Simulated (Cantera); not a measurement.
What does this Cantera script print?

```python
import numpy as np
import cantera as ct

gas_names = [...]  # 136 gases of nasa_gas.yaml made of C, H, N, O
cond_names = """
    C(gr) C6H6(L) C7H8(L) C8H18(L),n-octa H2O(s) H2O(L)
""".split()


# ... load() reads the species with a 1 bar reference pressure and builds the phases ...
atoms = {
    'acetone': {'C': 3, 'H': 6, 'O': 1},
    'H2': {'H': 2},
    'N2': {'N': 2},
    'H2O': {'H': 2, 'O': 1},
}
top_T = {'C(gr)': 4500}  # K; cautious upper limits of use, not melting points


# ... equilibrate(T, P, feed) seeds the gas with the atoms and calls Mixture.equilibrate('TP', solver="vcs", rtol=1e-11, max_steps=5000) ...
results = []
feed = {'acetone': 1, 'H2': 2, 'N2': 0.42, 'H2O': 0.2}  # mol
P = 101325  # Pa
for T in [1775, 1850, 1925, 2000, 2075, 2150, 2225, 2300, 2375, 2450, 2525, 2600]:
    mix = equilibrate(T, P, feed)
    results.append((T, P, feed, dict(zip(mix.species_names, mix.species_moles))))
    x = sorted(zip(gas.X, gas.species_names), reverse=True)
    print(f"T = {T:g} K  P = {P:g} Pa  gas = {mix.phase_moles(0):.4g} mol")
    print("   x: " + "  ".join(f"{s} {v:.3e}" for v, s in x if v > 1e-05))
    print("   condensed (mol): " + ("  ".join(f"{mix.phase(i).name} {mix.phase_moles(i):.4g}"
          for i in range(1, mix.n_phases) if mix.phase_moles(i) > 1e-12) or "none"))
```

It prints:

```
T = 1775 K  P = 101325 Pa  gas = 6.817 mol
   x: H2 7.609e-01  CO 1.760e-01  N2 6.100e-02  HCN 1.169e-03  CH4 4.911e-04  H 2.508e-04  C2H2,acetylene 1.083e-04  H2O 4.387e-05  HNC 4.190e-05
   condensed (mol): C(gr) 1.787
T = 1850 K  P = 101325 Pa  gas = 6.819 mol
   x: H2 7.605e-01  CO 1.760e-01  N2 6.072e-02  HCN 1.672e-03  H 4.667e-04  CH4 3.836e-04  C2H2,acetylene 1.989e-04  HNC 7.079e-05  H2O 3.038e-05
   condensed (mol): C(gr) 1.783
T = 1925 K  P = 101325 Pa  gas = 6.821 mol
   x: H2 7.598e-01  CO 1.759e-01  N2 6.036e-02  HCN 2.323e-03  H 8.278e-04  C2H2,acetylene 3.479e-04  CH4 3.055e-04  HNC 1.146e-04  H2O 2.166e-05
   condensed (mol): C(gr) 1.777
T = 2000 K  P = 101325 Pa  gas = 6.823 mol
   x: H2 7.587e-01  CO 1.759e-01  N2 5.989e-02  HCN 3.143e-03  H 1.407e-03  C2H2,acetylene 5.828e-04  CH4 2.475e-04  HNC 1.786e-04  H2O 1.584e-05
   condensed (mol): C(gr) 1.768
T = 2075 K  P = 101325 Pa  gas = 6.826 mol
   x: H2 7.570e-01  CO 1.758e-01  N2 5.931e-02  HCN 4.152e-03  H 2.302e-03  C2H2,acetylene 9.393e-04  HNC 2.690e-04  CH4 2.035e-04  CH3 1.211e-05  H2O 1.186e-05
   condensed (mol): C(gr) 1.756
T = 2150 K  P = 101325 Pa  gas = 6.831 mol
   x: H2 7.547e-01  CO 1.757e-01  N2 5.860e-02  HCN 5.368e-03  H 3.640e-03  C2H2,acetylene 1.462e-03  HNC 3.928e-04  CH4 1.695e-04  CH3 1.580e-05
   condensed (mol): C(gr) 1.739
T = 2225 K  P = 101325 Pa  gas = 6.838 mol
   x: H2 7.515e-01  CO 1.755e-01  N2 5.774e-02  HCN 6.801e-03  H 5.578e-03  C2H2,acetylene 2.204e-03  HNC 5.575e-04  CH4 1.426e-04  CH3 2.018e-05
   condensed (mol): C(gr) 1.718
T = 2300 K  P = 101325 Pa  gas = 6.847 mol
   x: H2 7.471e-01  CO 1.752e-01  N2 5.672e-02  HCN 8.457e-03  H 8.310e-03  C2H2,acetylene 3.228e-03  HNC 7.707e-04  CH4 1.211e-04  CH3 2.530e-05
   condensed (mol): C(gr) 1.691
T = 2375 K  P = 101325 Pa  gas = 6.861 mol
   x: H2 7.413e-01  CO 1.749e-01  N2 5.552e-02  H 1.206e-02  HCN 1.034e-02  C2H2,acetylene 4.604e-03  HNC 1.040e-03  CH4 1.035e-04  CH3 3.115e-05  C4H2 1.175e-05
   condensed (mol): C(gr) 1.657
T = 2450 K  P = 101325 Pa  gas = 6.878 mol
   x: H2 7.339e-01  CO 1.745e-01  N2 5.415e-02  H 1.710e-02  HCN 1.243e-02  C2H2,acetylene 6.402e-03  HNC 1.372e-03  CH4 8.893e-05  CH3 3.769e-05  C4H2 2.303e-05  CN 1.559e-05
   condensed (mol): C(gr) 1.615
T = 2525 K  P = 101325 Pa  gas = 6.901 mol
   x: H2 7.244e-01  CO 1.739e-01  N2 5.260e-02  H 2.370e-02  HCN 1.471e-02  C2H2,acetylene 8.698e-03  HNC 1.772e-03  CH4 7.664e-05  CH3 4.484e-05  C4H2 4.317e-05  CN 2.884e-05  C2H 2.154e-05
   condensed (mol): C(gr) 1.563
T = 2600 K  P = 101325 Pa  gas = 6.931 mol
   x: H2 7.125e-01  CO 1.731e-01  N2 5.087e-02  H 3.219e-02  HCN 1.714e-02  C2H2,acetylene 1.156e-02  HNC 2.242e-03  C4H2 7.765e-05  CH4 6.612e-05  CH3 5.246e-05  CN 5.131e-05  C2H 4.594e-05  C2H2,vinylidene 1.246e-05
   condensed (mol): C(gr) 1.501
```

Method: chemical equilibrium by Gibbs-energy minimisation in Cantera with the NASA 1993 tables (ideal gas, pure condensed phases). The feed counts by its element totals alone.
